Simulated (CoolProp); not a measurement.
Vapour-liquid equilibrium of R114 (1) + benzene (2) at 288.6 K; x and y are mole fractions of (1).

Computed with CoolProp (multi-fluid Helmholtz-energy mixture model, Platzer 1990 and Thol 2012; pair parameters Bell 2016). This equation is an older, rougher fit; its heat capacities, sound speeds and derivatives of the liquid may be far off and weren't checked against measurements.

```
x      bubble pressure (kPa)  y at the bubble point  dew pressure at overall composition x (kPa)  liquid density (mol/L)
-----  ---------------------  ---------------------  -------------------------------------------  ----------------------
0.05                   33.09                  0.766                                        8.443                   11.16
0.125                  59.59                  0.876                                        9.159                   10.94
0.2                    77.09                  0.908                                        10.01                       ?
0.275                  88.97                  0.924                                        11.03                   10.52
0.35                   97.47                  0.933                                        12.28                       ?
0.425                  104.1                  0.940                                        13.86                   10.10
0.5                        ?                  0.946                                        15.89                   9.902
0.575                  115.0                  0.951                                        18.63                   9.706
0.65                   120.5                  0.957                                        22.50                   9.513
0.725                  126.5                  0.963                                        28.40                       ?
0.8                    133.2                  0.971                                        38.43                   9.143
0.875                  140.8                  0.980                                        59.10                   8.965
0.95                   149.5                  0.991                                        114.0                   8.792
```

Q: What belongs in the gaps?

A: 
- 0.2, liquid density (mol/L): 10.73
- 0.35, liquid density (mol/L): 10.31
- 0.5, bubble pressure (kPa): 109.7
- 0.725, liquid density (mol/L): 9.326

No azeotrope shows between x = 0.05 and 0.95.

Pair parameters are fitted to limited data, so mixtures are less certain than the pure fluids. With so large a gap from Raoult's law the liquid may split in two, which this calculation doesn't test in full.
